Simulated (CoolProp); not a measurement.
Octamethyltrisiloxane (MDM) along the isotherm 575 K: Z from the reference equation and from simpler models built on Tc = 565.4 K, pc = 1438 kPa, ω = 0.528; each cubic takes its own stable root.

Computed with CoolProp (reference Helmholtz-energy equation of state, Thol 2017).

```json
[
 {"p (kPa)": "359", "phase": "gas", "reference": "0.9167"},
 {"p (kPa)": "719", "phase": "gas", "reference": "0.8186"},
 {"p (kPa)": "1080", "phase": "gas", "reference": "0.6952"},
 {"p (kPa)": "1440", "phase": "supercritical", "reference": "0.5125"},
 {"p (kPa)": "1800", "phase": "supercritical", "reference": "0.2508"},
 {"p (kPa)": "2160", "phase": "supercritical", "reference": "0.2610"},
 {"p (kPa)": "2520", "phase": "supercritical", "reference": "0.2868"},
 {"p (kPa)": "2880", "phase": "supercritical", "reference": "0.3154"},
 {"p (kPa)": "3230", "phase": "supercritical", "reference": "0.3440"},
 {"p (kPa)": "3590", "phase": "supercritical", "reference": "0.3737"}
]
```

Q: How far does each simpler model (Redlich-Kwong, Soave-Redlich-Kwong, Peng-Robinson) lie from the reference over these 10 states: mean and median of the absolute difference, and the worst?

A: 
- Redlich-Kwong: mean 8.4 %, median 12.0 %, worst +16.1 % at 575 K and 2160 kPa
- Soave-Redlich-Kwong: mean 11.1 %, median 13.8 %, worst +23.1 % at 575 K and 1800 kPa
- Peng-Robinson: mean 4.4 %, median 2.7 %, worst +13.1 % at 575 K and 1800 kPa
